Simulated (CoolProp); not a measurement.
Vapour-liquid equilibrium of isobutene (1) + acetone (2) at 348.2 K; x and y are mole fractions of (1).

Model: multi-fluid Helmholtz-energy mixture model, Lemmon 2005 and Lemmon 2006; pair parameters Bell 2016, in CoolProp.

```csv
x,"bubble pressure, mixture model (kPa)","bubble pressure, Raoult's law (kPa)","y, mixture model","y, Raoult's law"
0.05,278.5,231.9,(withheld),0.237
0.15,442.1,323.3,0.607,0.511
0.25,(withheld),414.8,0.715,0.663
0.35,679.5,506.3,0.774,0.761
0.45,762.2,597.7,0.812,0.829
0.55,(withheld),689.2,(withheld),0.878
0.65,890.8,780.7,0.869,0.917
0.75,949.0,872.1,0.897,0.947
0.85,1008,963.6,0.930,0.971
0.95,(withheld),1055,0.973,0.991
```

Task: Complete the blanks.

Result: 
- 0.05, y, mixture model: 0.344
- 0.25, bubble pressure, mixture model (kPa): 574.9
- 0.55, bubble pressure, mixture model (kPa): 830.4
- 0.55, y, mixture model: 0.842
- 0.95, bubble pressure, mixture model (kPa): 1070

The largest gap from Raoult's law is +38.6 % in bubble pressure, at x = 0.25. No azeotrope shows between x = 0.05 and 0.95.

Pair parameters are fitted to limited data, so mixtures are less certain than the pure fluids.
